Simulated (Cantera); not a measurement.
## NO annealing gas

An isothermal, constant-pressure homogeneous reactor starts with 61.0 % NO, 39.0 % N₂, at 1850 K and 0.200 bar.

Model: GRI-Mech 3.0 (53 species, 325 reactions), integrated in Cantera.

```csv
t (s),x NO,x O₂,x N₂O,x NO₂,x O,x N₂
1.00e-5,0.610,1.12e-10,2.66e-7,3.58e-9,2.63e-7,0.390
3.28e-5,0.610,1.18e-9,8.69e-7,3.73e-8,8.37e-7,0.390
0.000107,0.610,1.20e-8,2.83e-6,3.68e-7,2.51e-6,0.390
0.000351,0.610,1.20e-7,9.08e-6,3.10e-6,6.50e-6,0.390
0.00115,0.610,1.36e-6,2.78e-5,1.83e-5,1.40e-5,0.390
0.00377,0.610,2.15e-5,7.39e-5,6.51e-5,2.98e-5,0.390
0.0124,0.609,0.000218,0.000135,0.000104,4.27e-5,0.391
0.0405,0.607,0.00104,0.000151,0.000114,4.62e-5,0.391
0.133,0.602,0.00377,0.000148,0.000130,5.17e-5,0.394
0.434,0.584,0.0126,0.000137,0.000170,6.62e-5,0.403
1.42,0.529,0.0401,0.000109,0.000242,9.77e-5,0.430
4.66,0.387,0.111,5.59e-5,0.000285,0.000150,0.501
15.3,0.164,0.223,9.64e-6,0.000171,0.000207,0.613
50.0,0.0294,0.290,4.17e-7,3.49e-5,0.000234,0.680
```
x: mole fraction; the columns are a selection and need not sum to one.

Equilibrium at this temperature and pressure: NO 0.00553, O₂ 0.302, N₂O 1.32e-7, NO₂ 6.71e-6, O 0.000238, N₂ 0.692 (gas phase only).
